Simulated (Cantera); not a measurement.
Thermodynamics of fluorocarbon and chlorocarbon gases, feed C2F6 + F2

Feed: 1 mol C2F6, 0.014 mol F2, equilibrated at 3.40e-5 bar.

Equilibrium computed with Cantera from the NASA thermochemical tables; the gas is ideal and each condensed phase is pure. Candidate condensed phases: C; 13 gas species. The feed counts by its element totals alone. Gases not in the tables: C2F6 and larger saturated fluorocarbons. Equilibrium is a limit: real reactors are often held back by kinetics, nucleation or transport.

From 725 °C to 1925 °C the condensed part is C(graphite). The main C-bearing gas is CF4 at 725 °C and CF2 at 1925 °C. The share of C in condensed phases is highest at 1925 °C (85.7 %) and lowest at 1525 °C (19.8 %).

```csv
T (°C),log p CF4,log p F,log p CF2,log p CF,log p CF3,log p C3,log p C,log p C2,n C(graphite)
725,-4.47,-12.36,-11.53,<-16,-11.84,<-16,<-16,<-16,0.493
925,-4.47,-9.60,-9.07,-14.87,-9.85,<-16,<-16,<-16,0.493
1125,-4.47,-7.63,-7.31,-11.84,-8.43,<-16,<-16,<-16,0.492
1325,-4.49,-6.15,-6.02,-9.58,-7.39,-15.97,-15.23,<-16,0.479
1525,-4.75,-5.06,-5.14,-7.88,-6.76,-12.97,-12.62,-14.05,0.395
1725,-6.45,-4.57,-5.19,-6.91,-7.38,-10.58,-10.54,-11.65,0.984
1925,-9.16,-4.49,-5.89,-6.44,-8.88,-8.63,-8.83,-9.69,1.71
```
log p: log10 of the partial pressure in bar; n: condensed amount in mol.
